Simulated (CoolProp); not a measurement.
Saturation properties of isobutene (Tc = 144.9 °C, pc = 4.016 MPa, ω = 0.193).

The numbers come from the reference Helmholtz-energy equation of state, Lemmon 2005 in CoolProp. It is a short technical equation, of lower accuracy than the large ones.

```json
[
 {"T (°C)": "14.45", "p (MPa)": "…", "liquid density (kg/m³)": "601.4", "enthalpy of vaporisation (kJ/kg)": "370.3"},
 {"T (°C)": "16.45", "p (MPa)": "0.2334", "liquid density (kg/m³)": "599.0", "enthalpy of vaporisation (kJ/kg)": "368.2"},
 {"T (°C)": "18.55", "p (MPa)": "0.2496", "liquid density (kg/m³)": "596.4", "enthalpy of vaporisation (kJ/kg)": "365.9"},
 {"T (°C)": "20.55", "p (MPa)": "…", "liquid density (kg/m³)": "593.9", "enthalpy of vaporisation (kJ/kg)": "363.8"},
 {"T (°C)": "22.65", "p (MPa)": "0.2838", "liquid density (kg/m³)": "591.4", "enthalpy of vaporisation (kJ/kg)": "361.5"},
 {"T (°C)": "24.75", "p (MPa)": "0.3027", "liquid density (kg/m³)": "588.7", "enthalpy of vaporisation (kJ/kg)": "359.2"},
 {"T (°C)": "26.75", "p (MPa)": "0.3215", "liquid density (kg/m³)": "586.2", "enthalpy of vaporisation (kJ/kg)": "356.9"},
 {"T (°C)": "28.85", "p (MPa)": "0.3421", "liquid density (kg/m³)": "583.6", "enthalpy of vaporisation (kJ/kg)": "…"},
 {"T (°C)": "30.85", "p (MPa)": "0.3628", "liquid density (kg/m³)": "581.0", "enthalpy of vaporisation (kJ/kg)": "352.3"},
 {"T (°C)": "32.95", "p (MPa)": "0.3854", "liquid density (kg/m³)": "…", "enthalpy of vaporisation (kJ/kg)": "349.8"},
 {"T (°C)": "35.05", "p (MPa)": "0.4091", "liquid density (kg/m³)": "575.6", "enthalpy of vaporisation (kJ/kg)": "347.4"},
 {"T (°C)": "37.05", "p (MPa)": "0.4326", "liquid density (kg/m³)": "573.0", "enthalpy of vaporisation (kJ/kg)": "345.0"},
 {"T (°C)": "39.15", "p (MPa)": "0.4584", "liquid density (kg/m³)": "570.2", "enthalpy of vaporisation (kJ/kg)": "342.4"},
 {"T (°C)": "41.25", "p (MPa)": "0.4853", "liquid density (kg/m³)": "567.4", "enthalpy of vaporisation (kJ/kg)": "339.9"}
]
```

Question: Some entries are withheld; supply them.

Answer: 
- 14.45, p (MPa): 0.2186
- 20.55, p (MPa): 0.2659
- 28.85, enthalpy of vaporisation (kJ/kg): 354.6
- 32.95, liquid density (kg/m³): 578.3

It boils at -7.0 °C under 1 atm.
